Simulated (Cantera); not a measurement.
Feed: 1 mol BaF₂, 2.9 mol H₂, at 1348.15 K.

Equilibrium computed with Cantera from the NASA thermochemical tables; the gas is ideal and each condensed phase is pure. Candidate condensed phases: Ba, BaF₂; 14 gas species. The numbers say what is thermodynamically allowed, not how fast it happens.

x: gas mole fraction; n: condensed amount in mol.

| P (Pa) | x H₂ | x BaF₂ | x HF | x BaF | n BaF₂(s) |
|---|---|---|---|---|---|
| 0.100 | 0.720 | 0.229 | 0.0245 | 0.0244 | 0 |
| 0.560 | 0.754 | 0.214 | 0.0156 | 0.0156 | 0.125 |
| 3.20 | 0.953 | (withheld) | (withheld) | (withheld) | (withheld) |
| 18 | 0.991 | 0.00666 | 0.00124 | 0.00123 | 0.977 |
| 100 | 0.998 | (withheld) | (withheld) | (withheld) | 0.996 |
| 560 | 1.000 | 0.000214 | 9.49e-5 | 9.32e-5 | 0.999 |
| 3200 | 1.000 | 3.75e-5 | 2.58e-5 | 2.51e-5 | 1.000 |
| 18000 | 1.000 | 6.66e-6 | 7.11e-6 | 6.83e-6 | 1.000 |
| 100000 | 1.000 | 1.20e-6 | 1.99e-6 | 1.87e-6 | 1.000 |

Q: Complete the blanks.

A: 
- 3.20, x BaF₂: 0.0375
- 3.20, x HF: 0.00448
- 3.20, x BaF: 0.00446
- 3.20, n BaF₂(s): 0.873
- 100, x BaF₂: 0.00120
- 100, x HF: 0.000344
- 100, x BaF: 0.000340
